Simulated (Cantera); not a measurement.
Input (Python, Cantera):

```python
import numpy as np
import cantera as ct

gas = ct.Solution("gri30.yaml")


def delay(T, t_max=10):
    gas.TPX = T, 590000, {'CH4': 1, 'O2': 2.67, 'N2': 12.3}
    reactor = ct.IdealGasConstPressureReactor(gas, clone=False)
    net = ct.ReactorNet([reactor])
    net.rtol, net.atol = 1e-8, 1e-16
    while net.time < t_max:
        t_old, T_old = net.time, reactor.T
        net.step()
        if reactor.T > T + 400:  # ignition: a rise of 400 K
            return t_old + (T + 400 - T_old) / (reactor.T - T_old) * (net.time - t_old)
    return np.nan


taus = []
for T in [1175, 1250, 1325, 1400, 1475, 1550, 1625, 1700, 1775]:
    taus.append(delay(T))
    print(f"T0 = {T:6g} K   tau = {taus[-1]:.4e} s")
```

It prints:

```
T0 =   1175 K   tau = 1.2072e-02 s
T0 =   1250 K   tau = 4.7093e-03 s
T0 =   1325 K   tau = 1.9578e-03 s
T0 =   1400 K   tau = 8.6132e-04 s
T0 =   1475 K   tau = 3.9935e-04 s
T0 =   1550 K   tau = 1.9512e-04 s
T0 =   1625 K   tau = 1.0080e-04 s
T0 =   1700 K   tau = 5.5232e-05 s
T0 =   1775 K   tau = 3.2104e-05 s
```

Model: GRI-Mech 3.0 (53 species, 325 reactions), integrated in Cantera.
